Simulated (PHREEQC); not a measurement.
A column of 0.1 m (30 cells, dispersivity 0.005 m, 300 s a shift, diffusion coefficient 3e-10 m²/s) holds 0.076 eq of the database's cation exchanger X per kg of pore water, first in equilibrium with 0.0016 mol PbCl2, 0.0046 mol KBr and 1e-05 mol HCl per kg of water. It is flushed with 0.014 mol CaCl2 and 1e-05 mol HCl per kg of water, at 15 °C. Values are for the last cell. No CO2 enters from the air. Nothing may precipitate in this run.

The numbers come from PHREEQC with the ion-association model, phreeqc.dat.

| pore volumes | Ca in solution (mol/kgw) | Br in solution (mol/kgw) | K in solution (mol/kgw) | Pb in solution (mol/kgw) |
|---|---|---|---|---|
| 0 | 0 | 0.00460 | 0.00460 | 0.00160 |
| 0.2833 | 0 | 0.00460 | 0.00460 | 0.00160 |
| 0.8167 | 7.16e-11 | 0.00317 | 0.00675 | 0.00367 |
| 1.083 | 5.27e-7 | 0.00156 | 0.00850 | 0.00631 |
| 1.35 | 2.87e-5 | 0.000608 | 0.00900 | 0.00814 |
| 1.883 | 0.000780 | 6.32e-5 | 0.00694 | 0.00961 |
| 2.15 | 0.00170 | 1.85e-5 | 0.00535 | 0.00958 |
| 2.683 | 0.00412 | 1.44e-6 | 0.00275 | 0.00850 |
| 2.95 | 0.00537 | 3.89e-7 | 0.00189 | 0.00769 |
| 3.217 | 0.00652 | 1.04e-7 | 0.00127 | 0.00684 |
| 3.75 | 0.00849 | 7.32e-9 | 0.000554 | 0.00523 |
| 4.017 | 0.00931 | 1.93e-9 | 0.000361 | 0.00451 |
| 4.283 | 0.0100 | 5.05e-10 | 0.000234 | 0.00387 |
| 4.817 | 0.0112 | 3.45e-11 | 9.68e-5 | 0.00280 |
| 5.083 | 0.0116 | 9.01e-12 | 6.19e-5 | 0.00237 |
| 5.35 | 0.0120 | 2.35e-12 | 3.94e-5 | 0.00199 |
| 5.883 | 0.0126 | 1.59e-13 | 1.59e-5 | 0.00139 |
| 6.15 | 0.0128 | 4.14e-14 | 1.00e-5 | 0.00116 |
| 6.683 | 0.0132 | 0 | 3.99e-6 | 0.000791 |
| 6.95 | 0.0133 | 0 | 2.51e-6 | 0.000652 |
| 7.217 | 0.0135 | 0 | 1.57e-6 | 0.000535 |
| 7.75 | 0.0136 | 0 | 6.18e-7 | 0.000357 |
| 8.017 | 0.0137 | 0 | 3.87e-7 | 0.000291 |
